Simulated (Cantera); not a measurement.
**Thermodynamics of sublimation and decomposition of ceramics, feed AlN + H2**

Feed: 1 mol AlN, 0.052 mol H2, equilibrated at 1473 K and 1330 Pa.

Cantera equilibrium calculation (NASA polynomials, part measured and part estimated; ideal gas, pure solids and liquids). Candidate condensed phases: Al, AlN; 13 gas species. Kinetics and transport are ignored.

The x(H2) is 1.000, the x(H) is 0.000110 and the x(Al) is 7.54e-6. The x(N2) comes out as 4.36e-6, the x(AlH) comes out as 1.17e-6 and the n(AlN(s)) is 1.00 mol. The gas amount comes out as 0.05200 mol and the log10 activity of Al(l) (absent) is -1.92.
